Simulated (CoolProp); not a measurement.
Vapour-liquid equilibrium of carbon dioxide (1) + neopentane (2) at 271.5 K; x and y are mole fractions of (1).

Computed with CoolProp (multi-fluid Helmholtz-energy mixture model, Span 1996 and Lemmon 2006; pair parameters Bell 2016).

Task: Give the bubble pressure and the first vapour's composition at x = 0.15, 0.45, 0.55. Is there an azeotrope?

Result: x = 0.15: 711.3 kPa, y = 0.904; x = 0.45: 1763 kPa, y = 0.961; x = 0.55: 2006 kPa, y = 0.967. No azeotrope shows between x = 0.05 and 0.95.

The pair parameters rest on a limited set of measurements; away from them the model extrapolates. The gap from Raoult's law changes sign with composition, which may be real or a fault of the pair parameters; it wasn't checked against measurements.
